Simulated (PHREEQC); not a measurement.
Consider water at 25 °C with 0.2 mol/kgw ZnSO4, 0.019 mol/kgw Na2SO4, 4.2e-05 mol/kgw FeSO4 and 0.032 mol/kgw H2SO4. Closed to the air; pH follows from the charge balance.

Equilibrium calculation in PHREEQC: ion-association model, wateq4f.dat.

This is a speciation only: nothing precipitates in the calculation.

Order these Fe species by the share of Fe that they hold, largest first: Fe+2, FeHSO4+, FeSO4.

Fe+2 (58 %), FeSO4 (35 %), FeHSO4+ (6.6 %)

The pH is 1.73 and the ionic strength 0.438 mol/kgw.
